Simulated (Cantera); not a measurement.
# Hydrocarbon pyrolysis for carbon deposition

An isothermal, constant-pressure homogeneous reactor starts with CH4 : H2 = 0.65 : 2.9 (molar parts), at 1525 K and 0.0300 bar.

Computed with Cantera and GRI-Mech 3.0 (53 species, 325 reactions). GRI-Mech 3.0 stops at C3 and has no aromatics, soot or wall deposition, so with more carbon than oxygen in the feed, carbon stays in small species such as C2H2 where larger ones or solid carbon would form. Radical loss at walls, strong at low pressure, is not modelled.

```
t (s)     x CH4   x H2     x CH3    x C2H4     x CH2    x C2H2
--------  -----  -----  --------  --------  --------  --------
2.00e-6   0.183  0.817   1.29e-8    <1e-12    <1e-12    <1e-12
1.03e-5   0.183  0.817   8.02e-8    <1e-12    <1e-12    <1e-12
5.32e-5   0.183  0.817   4.94e-7    <1e-12    <1e-12    <1e-12
0.000274  0.183  0.817   2.66e-6  4.62e-11  1.41e-12    <1e-12
0.00141   0.183  0.817   1.38e-5   7.47e-9  4.26e-11  1.00e-11
0.00729   0.183  0.817   6.97e-5   1.05e-6   1.09e-9   1.16e-8
0.0376    0.182  0.817  0.000266  0.000110   1.51e-8   1.69e-5
0.194     0.178  0.820  0.000323  0.000655   2.24e-8   0.00151
1.00      0.155  0.833  0.000290  0.000598   2.09e-8    0.0111
```
x: mole fraction; the columns are a selection and need not sum to one.

Equilibrium at this temperature and pressure: CH4 0.00471, H2 0.920, CH3 1.37e-5, C2H4 0.000456, CH2 1.68e-9, C2H2 0.0750 (gas phase only).
